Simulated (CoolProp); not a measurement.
Vapour pressure (kPa) of C3F8 (R218): the reference equation beside estimates from Tc = 71.9 °C, pc = 2640 kPa, ω = 0.317.

Computed with CoolProp (reference Helmholtz-energy equation of state, Lemmon 2006). It is a short technical equation, of lower accuracy than the large ones.

| T (°C) | reference | van der Waals | Soave-Redlich-Kwong |
|---|---|---|---|
| -49.75 | 54.14 | 351.2 | 53.82 |
| -40.15 | 86.81 | 439.6 | 86.53 |
| -30.45 | 133.8 | 542.6 | 133.8 |
| -20.85 | 197.7 | 659.0 | 198.2 |
| -11.15 | 283.6 | 791.8 | 285.3 |
| -1.55 | 394.0 | 939.0 | 397.5 |
| 8.05 | 533.9 | 1102 | 540.3 |
| 17.75 | 710.0 | 1285 | 720.5 |
| 27.35 | 923.7 | 1483 | 939.4 |
| 37.05 | 1185 | 1701 | 1207 |

Absolute difference from the reference over all 10 rows, mean and median: van der Waals 210.3 and 158.8 %, Soave-Redlich-Kwong 0.9 and 0.7 %.
